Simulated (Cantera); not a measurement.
A perfectly stirred reactor is fed with CH3OH : O2 : N2 = 0.014 : 0.023 : 1 (molar parts), at 4.93 atm; it is held at 1300 K, and followed from long to short residence time.

Model: GRI-Mech 3.0 (53 species, 325 reactions), integrated in Cantera. GRI-Mech 3.0 was tuned for natural gas; its chemistry of methanol as a main component is partial and can be far from experiment. The temperature is held fixed by assumption; the heat of reaction is taken as removed at once.

Question: What does this change do: pressure from 4.93 atm to 1.00 atm?

Answer: 
```
quantity                   before     after
-----------------------  --------  --------
x(CH3OH) at τ = 2.10 s    1.22e-6   1.11e-6
x(O2) at τ = 2.10 s       0.00195   0.00198
x(HCO) at τ = 2.10 s     5.26e-10   2.56e-9
x(C2H) at τ = 2.10 s       <1e-12    <1e-12
x(H) at τ = 2.10 s        4.37e-7   8.31e-6
x(CH3OH) at τ = 48.0 ms   1.17e-5   7.48e-6
x(O2) at τ = 48.0 ms      0.00232   0.00262
x(HCO) at τ = 48.0 ms     2.25e-8   9.97e-8
x(C2H) at τ = 48.0 ms      <1e-12    <1e-12
x(H) at τ = 48.0 ms       1.22e-5  0.000182
```

Question: What does this change do: N2 1 to 0.13 parts?

Answer: 
```csv
quantity,before,after
x(CH3OH) at τ = 2.10 s,1.22e-6,1.20e-5
x(O2) at τ = 2.10 s,0.00195,0.0118
x(HCO) at τ = 2.10 s,5.26e-10,1.44e-9
x(C2H) at τ = 2.10 s,<1e-12,<1e-12
x(H) at τ = 2.10 s,4.37e-7,2.50e-7
x(CH3OH) at τ = 48.0 ms,1.17e-5,0.000196
x(O2) at τ = 48.0 ms,0.00232,0.0163
x(HCO) at τ = 48.0 ms,2.25e-8,5.79e-8
x(C2H) at τ = 48.0 ms,<1e-12,<1e-12
x(H) at τ = 48.0 ms,1.22e-5,4.57e-6
```
